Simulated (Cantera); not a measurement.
# Equilibrium for silicon oxide and oxynitride deposition: HMDSO + O3 + O2

A closed system holds: 1 mol HMDSO, 0.21 mol O3, 0.8 mol O2, held at 1450 K and 20.0 Pa.

Method: chemical equilibrium by Gibbs-energy minimisation in Cantera with the NASA 1993 tables (ideal gas, pure condensed phases). Candidate condensed phases: C, C6H6, C7H8, C8H18, H2O, Si, SiC, SiO2; 123 gas species. The feed counts by its element totals alone. Kinetics and transport are ignored.

| Quantity | Result |
|---|---|
| x(H2) | 0.735 |
| x(CO) | 0.264 |
| x(H) | 0.000573 |
| x(SiO) | 0.000416 |
| x(C2H2 (acetylene)) | 3.59e-6 |
| n(C(graphite)) | 0.780 mol |
| n(SiC(s)) | 1.99 mol |
| gas amount | 12.23 mol |
| log10 activity of Si(s) (absent) | -2.23 |
